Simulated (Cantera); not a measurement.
Feed: 1 mol SiC, 0.011 mol O2, 190 mol N2, 0.7 mol H2O, equilibrated at 2.20 Pa.

These are equilibrium values from Cantera (NASA tables, ideal gas, pure condensed phases), not measurements of a reactor. Candidate condensed phases: C, C6H6, C7H8, C8H18, H2O, Si, SiC, SiO2, Si2N2O, Si3N4; 151 gas species. N2 is the only nitrogen source here; it is nearly inert below about 1500 K, so the nitride shown seldom forms there in practice. Rates play no part. All values below are at 800 °C.

Base state: N2 0.995, H2 0.00368, CO 0.00117 (mole fractions); condensed: C(graphite) + Si2N2O(s).

Q: What changes in the equilibrium state with this change: SiC replaced by Si?

A: 
| species | before | after |
|---|---|---|
| N2 | 0.995 | 0.996 |
| H2 | 0.00368 | 0.00368 |
| CO | 0.00117 | 0 |
| C(graphite), mol | 0.778 | 0 |
| Si2N2O(s), mol | 0.500 | 0.426 |
| SiO2(β-quartz), mol | 0 | 0.148 |
Mutual solubility and eutectic melting of coexisting phases are not modelled.
